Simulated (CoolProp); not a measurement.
Ammonia at several states: fugacity coefficient from the reference equation and from simpler models built on Tc = 132.4 °C, pc = 11.36 MPa, ω = 0.256; each cubic takes its own stable root.

Values from CoolProp's reference Helmholtz-energy equation of state, Gao 2020.

| T (°C) | p (MPa) | phase | reference | van der Waals | Redlich-Kwong | Peng-Robinson |
|---|---|---|---|---|---|---|
| 330.25 | 52.3 | supercritical | 0.7236 | 0.6614 | 0.7014 | 0.7533 |
| 11.55 | 1.79 | liquid | 0.3373 | 0.8931 | 0.5285 | 0.3443 |
| 397.35 | 0.882 | gas | 0.9960 | 0.9939 | 0.9947 | 0.9957 |
| 315.05 | 1.31 | gas | 0.9895 | 0.9869 | 0.9875 | 0.9884 |
| 426.45 | 0.019 | gas | 0.9999 | 0.9999 | 0.9999 | 0.9999 |

At some of these states van der Waals gives the other phase, because its saturation line lies elsewhere.
